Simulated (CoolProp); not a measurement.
Properties of dimethyl carbonate along the isotherm 315.05 °C.

Computed with CoolProp (reference Helmholtz-energy equation of state, Zhou 2011).

| p (MPa) | phase | density (kg/m³) | isothermal compressibility (1/MPa) |
|---|---|---|---|
| 0.0388 | gas | 0.7163 | 25.83 |
| 0.0736 | gas | 1.362 | 13.65 |
| 0.139 | gas | 2.581 | 7.254 |
| 0.264 | gas | 4.940 | 3.849 |
| 0.501 | gas | ___ | ___ |
| 0.95 | gas | ___ | ___ |
| 1.8 | gas | ___ | 0.6315 |
| 3.41 | gas | 81.73 | 0.3996 |
| 6.47 | supercritical | ___ | ___ |
| 12.3 | supercritical | 581.4 | ___ |

**Question.** Complete the blanks.

**Answer.** 
- 0.501, density (kg/m³): 9.512
- 0.501, isothermal compressibility (1/MPa): 2.059
- 0.95, density (kg/m³): 18.57
- 0.95, isothermal compressibility (1/MPa): 1.119
- 1.8, density (kg/m³): 37.37
- 6.47, density (kg/m³): 268.3
- 6.47, isothermal compressibility (1/MPa): 0.4300
- 12.3, isothermal compressibility (1/MPa): 0.03011
